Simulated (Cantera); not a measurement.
A closed system holds: 1 mol Si, 7.2 mol HBr, at 998.15 K and 0.100 bar.

Equilibrium computed with Cantera from the NASA thermochemical tables; the gas is ideal and each condensed phase is pure. Candidate condensed phases: Br2, Si; 19 gas species. The tables' values for SiBr3 are old estimates; treat these amounts as uncertain. The numbers say what is thermodynamically allowed, not how fast it happens.

Base state: HBr 0.517, H2 0.322, SiBr4 0.161, SiHBr3 0.000403, SiBr3 5.81e-5, Br 1.07e-5 (mole fractions); condensed: gas only.

Question: What changes in the equilibrium state with this change: pressure from 0.100 bar to 3.60 Pa?

Answer: 
| species | before | after |
|---|---|---|
| HBr | 0.517 | 0.535 |
| H2 | 0.322 | 0.305 |
| SiBr4 | 0.161 | 0.145 |
| SiBr2 | 5.24e-6 | 0.0116 |
| Br | 1.07e-5 | 0.000600 |
| SiBr3 | 5.81e-5 | 0.00259 |
| SiHBr3 | 0.000403 | 0.000332 |
